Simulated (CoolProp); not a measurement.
200 sccm (0 °C, 1 atm) of nitrogen bubbles through liquid methanol at 276 K and leaves saturated at a total pressure of 0.144 MPa (ideal gas phase). Each further row changes one setting.

Model: reference Helmholtz-energy equation of state, de Reuck 1993, in CoolProp.

```json
[
 {"case": "as stated", "vapour pressure (kPa)": "4.85", "mole fraction of vapour": "0.0336", "delivery (mg/min)": "[?]", "delivery (sccm)": "[?]", "change of delivery for a bath 1 K warmer (%)": "6.6"},
 {"case": "bath temperature 281 K", "vapour pressure (kPa)": "6.56", "mole fraction of vapour": "0.0455", "delivery (mg/min)": "[?]", "delivery (sccm)": "9.54", "change of delivery for a bath 1 K warmer (%)": "6.4"},
 {"case": "total pressure 0.288 MPa", "vapour pressure (kPa)": "4.85", "mole fraction of vapour": "[?]", "delivery (mg/min)": "4.89", "delivery (sccm)": "[?]", "change of delivery for a bath 1 K warmer (%)": "[?]"}
]
```

Question: What belongs in the gaps?

Answer: 
- as stated, delivery (mg/min): 9.96
- as stated, delivery (sccm): 6.96
- bath temperature 281 K, delivery (mg/min): 13.6
- total pressure 0.288 MPa, mole fraction of vapour: 0.0168
- total pressure 0.288 MPa, delivery (sccm): 3.42
- total pressure 0.288 MPa, change of delivery for a bath 1 K warmer (%): 6.5
